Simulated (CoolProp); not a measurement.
Properties of methane along the isotherm 121.9 K (Tc = 190.6 K, pc = 4.599 MPa, ω = 0.011).

Values from CoolProp's reference Helmholtz-energy equation of state, Setzmann 1991.

| p (MPa) | phase | density (kg/m³) | cp (kJ/(kg K)) | conductivity (mW/(m K)) |
|---|---|---|---|---|
| 0.767 | liquid | 407.6 | 3.558 | 170 |
| 1.53 | liquid | 408.5 | 3.545 | 171 |
| 2.3 | liquid | 409.3 | 3.533 | 172 |
| 3.07 | liquid | 410.2 | 3.521 | 173 |
| 3.83 | liquid | 411.0 | 3.510 | 174 |
| 4.6 | liquid | 411.8 | 3.499 | 175 |
| 5.37 | liquid | 412.6 | 3.488 | 176 |
| 6.13 | liquid | 413.4 | 3.479 | 176 |
| 6.9 | liquid | 414.2 | 3.469 | 177 |

Thermal conductivity comes from a separate model (Friend 1989).
